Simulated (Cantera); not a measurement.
A diamond (100) surface in a fixed gas of H2 with x(CH4) = 0.013, x(H) = 0.0033, x(CH3) = 0.00059, at 1400 K; coverages are run to steady state.

Computed with Cantera and the Harris–Goodwin 1993 mechanism for the reconstructed diamond (100) surface.

θ: site fractions in the mechanism's names (c6HH fully hydrogenated, c6H* and c6*H radical sites, c6** diradical, c6HM methylated).

```json
[
 {"P (Pa)": "390", "growth (µm/h)": "0.0747", "θ c6HH": "0.351", "θ c6H*": "0.0588", "θ c6*H": "0.538", "θ c6**": "0.0523", "θ c6HM": "1.18e-5"},
 {"P (Pa)": "690", "growth (µm/h)": "0.209", "θ c6HH": "0.351", "θ c6H*": "0.0587", "θ c6*H": "0.537", "θ c6**": "0.0521", "θ c6HM": "2.19e-5"},
 {"P (Pa)": "1200", "growth (µm/h)": "0.534", "θ c6HH": "0.351", "θ c6H*": "0.0587", "θ c6*H": "0.537", "θ c6**": "0.0518", "θ c6HM": "4.04e-5"},
 {"P (Pa)": "2200", "growth (µm/h)": "1.38", "θ c6HH": "0.351", "θ c6H*": "0.0586", "θ c6*H": "0.537", "θ c6**": "0.0515", "θ c6HM": "7.91e-5"},
 {"P (Pa)": "3900", "growth (µm/h)": "[?]", "θ c6HH": "0.351", "θ c6H*": "0.0586", "θ c6*H": "0.536", "θ c6**": "0.0513", "θ c6HM": "[?]"},
 {"P (Pa)": "6900", "growth (µm/h)": "6.81", "θ c6HH": "0.351", "θ c6H*": "0.0586", "θ c6*H": "0.536", "θ c6**": "0.0510", "θ c6HM": "0.000274"},
 {"P (Pa)": "12000", "growth (µm/h)": "13.8", "θ c6HH": "0.351", "θ c6H*": "0.0586", "θ c6*H": "0.536", "θ c6**": "0.0509", "θ c6HM": "0.000487"},
 {"P (Pa)": "22000", "growth (µm/h)": "[?]", "θ c6HH": "0.351", "θ c6H*": "0.0586", "θ c6*H": "0.535", "θ c6**": "0.0507", "θ c6HM": "[?]"}
]
```

Question: Some entries are withheld; supply them.

Answer: 
- 3900, growth (µm/h): 3.16
- 3900, θ c6HM: 0.000148
- 22000, growth (µm/h): 29.9
- 22000, θ c6HM: 0.000897
